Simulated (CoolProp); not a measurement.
The numbers come from the reference Helmholtz-energy equation of state, Leachman 2009 in CoolProp.

Q: For normal hydrogen, give the phase and the cp (kJ/(kg K)) at 33.7 K and 0.715 MPa; 68.1 K and 0.715 MPa; 125.3 K and 0.715 MPa.

A: 
- 33.7 K and 0.715 MPa: gas; cp 15.2
- 68.1 K and 0.715 MPa: gas; cp 11.0
- 125.3 K and 0.715 MPa: gas; cp 12.1
